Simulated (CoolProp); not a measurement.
R245fa at 251.75 K and 0.00554 MPa is throttled through a valve to 0.00327 MPa with no heat exchange. Each further row changes one setting.

Values from CoolProp's reference Helmholtz-energy equation of state, Akasaka 2015.

```tsv
case	temperature change (K)	final density (kg/m³)
as stated	-0.1	…
outlet pressure 0.000981 MPa	…	…
outlet pressure 0.00425 MPa	-0.1	…
```

Task: Some entries are withheld; supply them.

Result: 
- as stated, final density (kg/m³): 0.210
- outlet pressure 0.000981 MPa, temperature change (K): -0.2
- outlet pressure 0.000981 MPa, final density (kg/m³): 0.0629
- outlet pressure 0.00425 MPa, final density (kg/m³): 0.273
